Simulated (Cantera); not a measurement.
# Equilibrium for aluminium nitride and oxide growth: AlCl₃ + NH₃ + H₂

Input: 1 mol AlCl₃, 7 mol NH₃, 11 mol H₂, at 0.00133 bar.

Cantera equilibrium calculation (NASA polynomials, part measured and part estimated; ideal gas, pure solids and liquids). Candidate condensed phases: Al, AlCl₃, AlN, NH₄Cl; 20 gas species. The tables' values for AlCl₂ are old estimates; treat these amounts as uncertain. Kinetics and transport are ignored.

From 377 °C to 1077 °C the condensed part is AlN(s). From 1177 °C to 1677 °C nothing is condensed. The main Al-bearing gas is AlCl₃ at 377 °C and AlCl at 1677 °C.

```csv
T (°C),x H₂,x N₂,x HCl,x AlCl,x H,x AlCl₃,x AlCl₂,x Cl,n AlN(s)
377,0.785,0.121,0.0839,<1e-12,<1e-12,0.0104,2.50e-12,<1e-12,0.727
477,0.787,0.121,0.0790,<1e-12,7.69e-12,0.0121,5.34e-10,<1e-12,0.685
577,0.789,0.122,0.0751,4.79e-11,4.99e-10,0.0134,3.16e-8,4.76e-11,0.651
677,0.791,0.123,0.0719,9.12e-9,1.36e-8,0.0145,7.81e-7,1.17e-9,0.623
777,0.792,0.123,0.0693,6.30e-7,1.98e-7,0.0154,1.03e-5,1.58e-8,0.600
877,0.793,0.123,0.0671,2.06e-5,1.82e-6,0.0160,8.64e-5,1.36e-7,0.580
977,0.794,0.124,0.0649,0.000378,1.18e-5,0.0163,0.000505,8.25e-7,0.552
1077,0.792,0.125,0.0612,0.00432,5.81e-5,0.0150,0.00211,3.74e-6,0.439
1177,0.778,0.131,0.0535,0.0244,0.000228,0.00837,0.00465,1.28e-5,0
1277,0.766,0.130,0.0654,0.0309,0.000755,0.00268,0.00357,5.14e-5,0
1377,0.761,0.130,0.0703,0.0341,0.00217,0.000713,0.00228,0.000157,0
1477,0.756,0.129,0.0718,0.0353,0.00554,0.000193,0.00140,0.000405,0
1577,0.749,0.129,0.0718,0.0358,0.0128,5.75e-5,0.000871,0.000930,0
1677,0.736,0.128,0.0707,0.0357,0.0269,1.87e-5,0.000557,0.00194,0
```
x: gas mole fraction; n: condensed amount in mol.
